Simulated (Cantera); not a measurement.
Feed: 1 mol BN, 17 mol NF3, 25 mol N2, at 0.0518 Torr.

Method: chemical equilibrium by Gibbs-energy minimisation in Cantera with the NASA 1993 tables (ideal gas, pure condensed phases). Candidate condensed phases: B, BN; 13 gas species. Kinetics and transport are ignored. All values below are at 1048 K.

Base state: F 0.577, N2 0.410, BF3 0.0121, F2 0.000962 (mole fractions); condensed: gas only.

Task: What changes in the equilibrium state with this change: BN replaced by Si3N4?

Result: 
```json
[
 {"species": "F", "before": "0.577", "after": "0.502"},
 {"species": "N2", "before": "0.410", "after": "0.458"},
 {"species": "SiF4", "before": "0", "after": "0.0387"},
 {"species": "BF3", "before": "0.0121", "after": "0"},
 {"species": "F2", "before": "0.000962", "after": "0.000728"}
]
```
Further candidate phases: Si, Si3N4.
